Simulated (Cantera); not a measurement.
Charge: 1 mol B2O3, 4.9 mol NH3, 38 mol H2, equilibrated at 1250 K and 43.0 Pa.

These are equilibrium values from Cantera (NASA tables, ideal gas, pure condensed phases), not measurements of a reactor. Candidate condensed phases: B, BN, B2O3, B3O3H3, H2O; 39 gas species. Mutual solubility and eutectic melting of coexisting phases are not modelled. Kinetics and transport are ignored.

Base state: H2 0.947, N2 0.0510, HBO2 0.00121, HBO 0.000417, H2O 0.000231, B2O3 0.000103, H 2.27e-5 (mole fractions); condensed: BN(s) + B2O3(l).

Q: What changes in the equilibrium state with this change: B2O3 replaced by BCl3?

A: 
```csv
species,before,after
H2,0.947,0.899
HCl,0,0.0615
N2,0.0510,0.0400
HBO2,0.00121,0
HBO,0.000417,0
H2O,0.000231,0
B2O3,0.000103,0
"BN(s), mol",0.0198,1.000
"B2O3(l), mol",0.946,0
```
Further candidate phases: NH4Cl.
